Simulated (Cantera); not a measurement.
A Cantera script and its output.

```python
import numpy as np
import cantera as ct

gas = ct.Solution("gri30.yaml")
gas.TPX = 1150, 54000, {'N2O': 1, 'O2': 0.34}
inlet = ct.Reservoir(gas, clone=True)

reactor = ct.IdealGasConstPressureReactor(gas, energy="off", clone=False)
exhaust = ct.Reservoir(gas, clone=True)
tau = [14, 5.6, 2.2, 0.84, 0.33, 0.13, 0.049, 0.019, 0.0074][0]
for a, b in ((inlet, reactor), (reactor, exhaust)):
    ct.MassFlowController(a, b, mdot=lambda t: reactor.mass / tau)
net = ct.ReactorNet([reactor])
show = ['N2O', 'O2', 'N2', 'NO2', 'NO', 'O']

rows = []
print(f"{'tau/s':>10s}{'T/K':>9s}" + "".join(f"{s:>11s}" for s in show))
for tau in [14, 5.6, 2.2, 0.84, 0.33, 0.13, 0.049, 0.019, 0.0074]:
    net.initial_time = 0.0
    net.advance(30 * tau)
    before = gas.X
    net.advance(40 * tau)
    drift = np.max(np.abs(gas.X - before) / (gas.X + 1e-9))
    rows.append([gas.T, *gas[show].X, drift])
    print(f"{tau:10.3e}{gas.T:9.1f}" + "".join(f"{x:11.3e}" for x in gas[show].X))
```

It prints:

```
     tau/s      T/K        N2O         O2         N2        NO2         NO          O
 1.400e+01   1150.0  2.522e-01  3.752e-01  3.471e-01  1.737e-04  2.522e-02  5.507e-07
 5.600e+00   1150.0  4.048e-01  3.368e-01  2.391e-01  1.304e-04  1.921e-02  6.533e-07
 2.200e+00   1150.0  5.539e-01  3.002e-01  1.344e-01  7.597e-05  1.142e-02  7.222e-07
 8.400e-01   1150.0  6.570e-01  2.752e-01  6.228e-02  3.476e-05  5.435e-03  7.589e-07
 3.300e-01   1150.0  7.081e-01  2.629e-01  2.662e-02  1.378e-05  2.350e-03  7.747e-07
 1.300e-01   1150.0  7.307e-01  2.575e-01  1.087e-02  4.674e-06  9.642e-04  7.811e-07
 4.900e-02   1150.0  7.403e-01  2.552e-01  4.155e-03  1.218e-06  3.699e-04  7.834e-07
 1.900e-02   1150.0  7.439e-01  2.543e-01  1.620e-03  2.624e-07  1.444e-04  7.838e-07
 7.400e-03   1150.0  7.454e-01  2.539e-01  6.316e-04  4.762e-08  5.634e-05  7.830e-07
```

Detailed kinetics in Cantera: GRI-Mech 3.0 (53 species, 325 reactions). GRI-Mech 3.0 was tuned for natural gas; its chemistry of N2O as a main component is partial and can be far from experiment. The mechanism lacks the step 2 NO + O2 → 2 NO2, which can matter for NO2 below about 1400 K. The temperature is held fixed by assumption; the heat of reaction is taken as removed at once.
